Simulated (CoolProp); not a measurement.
A single-stage vapour-compression cycle with sulfur hexafluoride: evaporating at 262.15 K (dew point), condensing at 282.15 K (bubble point), superheat 2 K, subcooling 0 K, compressor efficiency 0.9, no pressure losses. Each further row changes one setting.

Computed with CoolProp (reference Helmholtz-energy equation of state, Guder 2009).

| case | cooling COP | pressure ratio | discharge temperature (K) | refrigerating effect (kJ/kg) | volumetric capacity (kJ/m³) |
|---|---|---|---|---|---|
| as stated | 9.59 | 1.75 | 285.1 | 72.2 | 5330 |
| evaporating temperature 267.15 K | 13.4 | 1.51 | ? | ? | 6370 |
| condensing temperature 277.15 K | 13.4 | 1.53 | ? | ? | 5730 |
| subcooling 5 K | 10.3 | 1.75 | 285.1 | ? | 5730 |
| superheat 12 K | 9.78 | 1.75 | 294.4 | ? | 5480 |
| compressor efficiency 0.8 | ? | 1.75 | 286.2 | 72.2 | 5330 |

Q: Complete the blanks.

A: 
- evaporating temperature 267.15 K, discharge temperature (K): 284.9
- evaporating temperature 267.15 K, refrigerating effect (kJ/kg): 74.0
- condensing temperature 277.15 K, discharge temperature (K): 279.8
- condensing temperature 277.15 K, refrigerating effect (kJ/kg): 77.5
- subcooling 5 K, refrigerating effect (kJ/kg): 77.6
- superheat 12 K, refrigerating effect (kJ/kg): 79.3
- compressor efficiency 0.8, cooling COP: 8.52
